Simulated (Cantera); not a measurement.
A Cantera script and its output.

```python
import numpy as np
import cantera as ct

gas = ct.Solution("gri30.yaml", transport_model="mixture-averaged")
show = ['NH3', 'NO', 'CH4']

rows = []
print(f"{'T/K':>7s}{'rho':>11s}{'cp':>10s}{'mu':>11s}{'lambda':>11s}{'Pr':>7s}" + "".join(f"{'D_' + s:>11s}" for s in show))
for T in [400, 550, 700, 850, 1000, 1150]:
    gas.TPX = T, 13332, {'CO': 0.27, 'CH4': 0.32}
    Pr = gas.cp_mass * gas.viscosity / gas.thermal_conductivity
    D = [gas.mix_diff_coeffs_mole[gas.species_index(s)] for s in show]
    rows.append([gas.density, gas.cp_mass, gas.viscosity, gas.thermal_conductivity, Pr, *D])
    print(f"{T:7g}{gas.density:11.4e}{gas.cp_mass:10.1f}{gas.viscosity:11.4e}"
          f"{gas.thermal_conductivity:11.4e}{Pr:7.3f}" + "".join(f"{d:11.4e}" for d in D))
print("SI units: kg/m3, J/kg/K, Pa s, W/m/K, m2/s")
```

Output:

```
    T/K        rho        cp         mu     lambda     Pr      D_NH3       D_NO      D_CH4
    400 8.6264e-02    1646.2 1.8173e-05 4.0910e-02  0.731 2.9088e-04 2.6824e-04 2.8130e-04
    550 6.2738e-02    1890.7 2.2859e-05 5.8380e-02  0.740 5.2614e-04 4.6390e-04 4.8798e-04
    700 4.9294e-02    2140.3 2.6993e-05 7.6680e-02  0.753 8.1316e-04 6.9817e-04 7.3559e-04
    850 4.0595e-02    2361.4 3.0761e-05 9.5022e-02  0.764 1.1463e-03 9.6771e-04 1.0205e-03
   1000 3.4506e-02    2560.7 3.4263e-05 1.1308e-01  0.776 1.5218e-03 1.2701e-03 1.3402e-03
   1150 3.0005e-02    2727.9 3.7561e-05 1.3071e-01  0.784 1.9365e-03 1.6035e-03 1.6927e-03
SI units: kg/m3, J/kg/K, Pa s, W/m/K, m2/s
```

Computed with Cantera and GRI-Mech 3.0 (53 species, 325 reactions). The composition is frozen, though it would react at the higher temperatures.
